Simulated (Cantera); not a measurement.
Adiabatic ignition

An adiabatic, constant-pressure homogeneous reactor starts with 3.67 % CH₃OH, 7.52 % O₂, 82.9 % N₂, 5.87 % H₂O, at 1150 K and 10.0 bar.

Model: GRI-Mech 3.0 (53 species, 325 reactions), integrated in Cantera. GRI-Mech 3.0 was tuned for natural gas; its chemistry of methanol as a main component is partial and can be far from experiment.

```tsv
t (s)	T (K)	x CH₃OH	x O₂	x H₂O	x CO₂	x CO	x H	x HCN
2.00e-6	1150	0.0367	0.0752	0.0587	3.51e-10	5.61e-10	4.52e-11	<1e-12
5.22e-6	1150	0.0367	0.0752	0.0587	9.21e-10	1.47e-9	4.68e-11	<1e-12
1.36e-5	1150	0.0367	0.0752	0.0587	2.41e-9	3.84e-9	4.96e-11	<1e-12
3.56e-5	1150	0.0367	0.0752	0.0587	6.29e-9	1.01e-8	5.27e-11	<1e-12
9.28e-5	1150	0.0367	0.0752	0.0587	1.64e-8	2.65e-8	5.67e-11	<1e-12
0.000242	1150	0.0367	0.0752	0.0587	4.29e-8	7.06e-8	6.83e-11	<1e-12
0.000632	1150	0.0367	0.0752	0.0587	1.12e-7	1.99e-7	1.15e-10	<1e-12
0.00165	1150	0.0367	0.0752	0.0587	2.93e-7	8.12e-7	4.15e-10	<1e-12
0.00431	1156	0.0341	0.0739	0.0604	4.47e-6	0.000398	1.22e-7	<1e-12
0.0112	1803	<1e-12	0.0198	0.130	0.0360	1.73e-5	4.70e-7	<1e-12
0.0294	1803	<1e-12	0.0198	0.130	0.0360	1.73e-5	4.70e-7	<1e-12
0.0766	1803	<1e-12	0.0198	0.130	0.0360	1.72e-5	4.70e-7	<1e-12
0.200	1803	<1e-12	0.0198	0.130	0.0360	1.72e-5	4.70e-7	<1e-12
```
x: mole fraction; the columns are a selection and need not sum to one.

| Item | Value |
|---|---|
| time of steepest temperature rise | 4.80 ms |
| temperature at 0.200 s | 1803 K |
| equilibrium temperature | 1800 K |
| x(CH₃OH) at 0.200 s | <1e-12 (gas-phase equilibrium <1e-12) |
| x(O₂) at 0.200 s | 0.0198 (gas-phase equilibrium 0.0191) |
| x(H₂O) at 0.200 s | 0.130 (gas-phase equilibrium 0.130) |
